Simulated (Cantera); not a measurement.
An adiabatic, constant-pressure homogeneous reactor starts with C3H8 : O2 : N2 = 1 : 11.4 : 98 (molar parts), at 1048 K and 42000 Pa.

Model: GRI-Mech 3.0 (53 species, 325 reactions), integrated in Cantera. GRI-Mech 3.0 was tuned for natural gas; its chemistry of propane as a main component is partial and can be far from experiment.

One state of this run: T (K) = 1048; x C3H8 = 0.00895; x O2 = 0.103; x CH2CO = 1.08e-7; x H = 2.66e-9; x NO = <1e-12; x HCO = 1.10e-11; x CH2O = 3.13e-5. x: mole fraction; the columns are a selection and need not sum to one.

Which value of t (s) does it belong to?
A) 1.12e-5
B) 0.0534
C) 0.0159
D) 0.000423

B, 0.0534
